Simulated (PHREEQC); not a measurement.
0.057 g of hydrous ferric oxide (600 m²/g; 0.2 weak and 0.005 strong sites per Fe, Dzombak-Morel constants, diffuse double layer) in 1 kg of water with 0.05 mol/kgw of an inert sodium salt, at 25 °C; the pH is set by adding NaOH or the inert anion's acid. O2 is buffered at 0.21 atm. No CO2 enters from the air. Precipitation was switched off in this run.

Equilibrium calculation in PHREEQC: ion-association model, wateq4f.dat.

```csv
pH,surface charge σ (C/m²),surface potential ψ (mV)
4,0.294,160
4.67,0.218,145
5.33,…,…
6,0.089,…
6.67,0.049,…
7.33,0.022,40
8,…,6
8.67,-0.015,-29
9.33,-0.039,-61
10,-0.074,-90
10.67,-0.126,-116
11.33,…,-138
12,-0.281,-152
```

Task: What belongs in the gaps?

Result: 
- 5.33, surface charge σ (C/m²): 0.146
- 5.33, surface potential ψ (mV): 124
- 6, surface potential ψ (mV): 99
- 6.67, surface potential ψ (mV): 71
- 8, surface charge σ (C/m²): 0.003
- 11.33, surface charge σ (C/m²): -0.195
